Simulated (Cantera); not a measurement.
An isothermal, constant-pressure homogeneous reactor starts with CH4 : H2 : CO2 = 0.0059 : 1 : 0.0068 (molar parts), at 2700 K and 20.0 Torr.

Model: GRI-Mech 3.0 (53 species, 325 reactions), integrated in Cantera. Radical loss at walls, strong at low pressure, is not modelled.

x: mole fraction; the columns are a selection and need not sum to one.

```json
[
 {"t (s)": "5.00e-5", "x CH4": "0.00554", "x H2": "0.985", "x CO2": "0.00665", "x H2O": "5.19e-5", "x HCO": "9.03e-10", "x H": "0.00206", "x CO": "5.30e-5"},
 {"t (s)": "0.000232", "x CH4": "0.00489", "x H2": "0.977", "x CO2": "0.00562", "x H2O": "0.00105", "x HCO": "2.61e-8", "x H": "0.00931", "x CO": "0.00106"},
 {"t (s)": "0.00108", "x CH4": "…", "x H2": "0.949", "x CO2": "…", "x H2O": "…", "x HCO": "…", "x H": "…", "x CO": "…"},
 {"t (s)": "0.00500", "x CH4": "0.000233", "x H2": "0.921", "x CO2": "6.49e-6", "x H2O": "0.00551", "x HCO": "6.44e-8", "x H": "0.0630", "x CO": "0.00730"},
 {"t (s)": "0.0232", "x CH4": "3.48e-5", "x H2": "0.877", "x CO2": "4.23e-6", "x H2O": "0.00249", "x HCO": "3.17e-8", "x H": "0.110", "x CO": "0.00998"},
 {"t (s)": "0.108", "x CH4": "2.33e-8", "x H2": "0.768", "x CO2": "1.54e-6", "x H2O": "0.000720", "x HCO": "1.20e-8", "x H": "0.220", "x CO": "0.0110"},
 {"t (s)": "0.500", "x CH4": "6.51e-12", "x H2": "0.697", "x CO2": "1.49e-6", "x H2O": "0.000660", "x HCO": "8.93e-9", "x H": "0.292", "x CO": "0.0106"},
 {"t (s)": "2.32", "x CH4": "6.40e-12", "x H2": "0.696", "x CO2": "1.49e-6", "x H2O": "0.000659", "x HCO": "8.90e-9", "x H": "0.293", "x CO": "0.0106"},
 {"t (s)": "10.8", "x CH4": "6.40e-12", "x H2": "0.696", "x CO2": "1.49e-6", "x H2O": "0.000659", "x HCO": "8.90e-9", "x H": "0.293", "x CO": "0.0106"},
 {"t (s)": "50.0", "x CH4": "6.40e-12", "x H2": "0.696", "x CO2": "1.49e-6", "x H2O": "0.000659", "x HCO": "8.90e-9", "x H": "0.293", "x CO": "0.0106"}
]
```

### Question
Some entries are withheld; supply them.

### Answer

- 0.00108, x CH4: 0.00258
- 0.00108, x CO2: 0.000278
- 0.00108, x H2O: 0.00618
- 0.00108, x HCO: 1.47e-7
- 0.00108, x H: 0.0334
- 0.00108, x CO: 0.00638
